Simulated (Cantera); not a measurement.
## HF + H2 + O2 (abatement and gas-phase synthesis)

A closed system holds: 1 mol HF, 5.1 mol H2, 4.6 mol O2, at 825 °C and 24.0 Pa.

Cantera equilibrium calculation (NASA polynomials, part measured and part estimated; ideal gas, pure solids and liquids). Candidate condensed phases: H2O; 22 gas species. The numbers say what is thermodynamically allowed, not how fast it happens.

| Item | Value |
|---|---|
| x(H2O) | 0.626 |
| x(O2) | 0.252 |
| x(HF) | 0.123 |
| x(OH) | 1.39e-5 |
| gas amount | 8.150 mol |
